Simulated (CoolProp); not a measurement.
Vapour-liquid equilibrium of carbon dioxide (1) + ethane (2) at 238.9 K; x and y are mole fractions of (1).

The numbers come from the multi-fluid Helmholtz-energy mixture model, Span 1996 and Bücker 2006; pair parameters Kunz 2012 in CoolProp.

| x | bubble pressure (MPa) | y at the bubble point | dew pressure at overall composition x (MPa) | liquid density (mol/L) |
|---|---|---|---|---|
| 0.05 | 1.034 | 0.123 | 0.9728 | 15.71 |
| 0.2 | 1.266 | 0.357 | 1.104 | 16.30 |
| 0.35 | 1.410 | 0.489 | 1.259 | 17.08 |
| 0.5 | 1.484 | 0.578 | 1.420 | 18.12 |
| 0.65 | 1.506 | 0.650 | 1.506 | 19.52 |
| 0.8 | 1.478 | 0.733 | 1.426 | 21.40 |
| 0.95 | 1.339 | 0.892 | 1.282 | 23.87 |

y crosses x between x = 0.65 and 0.8: the model has an azeotrope there.

Pair parameters are fitted to limited data, so mixtures are less certain than the pure fluids.
